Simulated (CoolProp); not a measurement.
Dimethyl carbonate along the isobar 5.26 bar: density (kg/m³) from the reference equation and from simpler models built on Tc = 557.0 K, pc = 49.09 bar, ω = 0.346; each cubic takes its own stable root.

Values from CoolProp's reference Helmholtz-energy equation of state, Zhou 2011.

```tsv
T (K)	phase	reference	van der Waals	Redlich-Kwong	Soave-Redlich-Kwong
360.8	liquid	978.2	17.47	832.7	874.2
379	liquid	951.8	16.43	806.9	850.7
397.1	liquid	924.6	15.52	779.1	825.0
415.3	liquid	895.9	14.72	15.07	796.4
433.5	gas	14.44	14.00	14.27	14.43
451.6	gas	13.68	13.35	13.56	13.68
469.8	gas	13.01	12.77	12.93	13.01
487.9	gas	12.41	12.24	12.37	12.42
506.1	gas	11.88	11.75	11.85	11.89
524.2	gas	11.40	11.30	11.38	11.40
542.4	gas	10.96	10.89	10.95	10.96
560.6	gas	10.56	10.50	10.55	10.55
578.7	gas	10.19	10.15	10.19	10.18
```

At some of these states van der Waals, Redlich-Kwong gives the other phase, because its saturation line lies elsewhere.
